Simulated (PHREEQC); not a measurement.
Solution (20 °C): 0.14 mol/kgw HF, 0.043 mol/kgw NaF, 1.4e-06 mol/kgw H4SiO4 and 3.4e-05 mol/kgw H3PO4. Closed to the air; pH follows from the charge balance.

Equilibrium calculation in PHREEQC: ion-association model, wateq4f.dat.

```json
{
 "pH": "2.66",
 "ionic_strength": "0.0450 mol/kgw",
 "total_alkalinity": "-140 meq/kg"
}
```

| species | molality | activity | log γ |
|---|---|---|---|
| HF | 0.0833 | 0.0841 | 0.004 |
| Na+ | 0.0424 | 0.0352 | -0.081 |
| F- | 0.0343 | 0.0281 | -0.086 |
| H2F2 | 0.0218 | 0.0220 | 0.004 |
| HF2- | 0.0106 | 0.00871 | -0.086 |
| H+ | 0.00254 | 0.00218 | -0.066 |
| NaF | 0.000565 | 0.000571 | 0.004 |
| H2PO4- | 2.72e-5 | 2.27e-5 | -0.078 |

No solid was allowed to form. Species that the database lacks are ignored. wateq4f.dat counts part of the HF as a dimer, H2F2, which phreeqc.dat doesn't know; its constant is uncertain. H3PO4, which wateq4f.dat lacks, is added to it with the constant of phreeqc.dat. SiF6-2 is the database's only silicon fluoride.
